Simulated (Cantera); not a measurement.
Mixture: CH4 : O2 : N2 = 1 : 2.6 : 9.77 (molar parts), at 5.00 bar, adiabatic and at constant pressure. Ignition delay is the time to a rise of 400 K.

Model: GRI-Mech 3.0 (53 species, 325 reactions), integrated in Cantera.

Task: What does this change do: constant volume in place of constant pressure?

Result: 
| quantity | before | after |
|---|---|---|
| delay at 1050 K | 72.0 ms | 70.0 ms |
| delay at 1100 K | 34.1 ms | 33.1 ms |
| delay at 1150 K | 17.0 ms | 16.4 ms |
| delay at 1200 K | 8.76 ms | 8.40 ms |
| delay at 1250 K | 4.66 ms | 4.45 ms |
| delay at 1300 K | 2.56 ms | 2.43 ms |
| delay at 1350 K | 1.44 ms | 1.37 ms |
| apparent activation energy between 1250 and 1350 K | 160 kJ/mol | 170 kJ/mol |
